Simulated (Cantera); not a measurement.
A closed system holds: 1 mol NH3, 9.6 mol H2, 7 mol O2, held at 902 °C and 1.00 bar.

These are equilibrium values from Cantera (NASA tables, ideal gas, pure condensed phases), not measurements of a reactor. Candidate condensed phases: H2O; 24 gas species. Kinetics and transport are ignored.

**Question.** What is the equilibrium state?

**Answer.** 
```json
{
  "x(H2O)": "0.851",
  "x(O2)": "0.111",
  "x(N2)": "0.0383",
  "x(NO)": "2.58e-5",
  "x(OH)": "5.26e-6",
  "gas_amount": "13.05 mol"
}
```
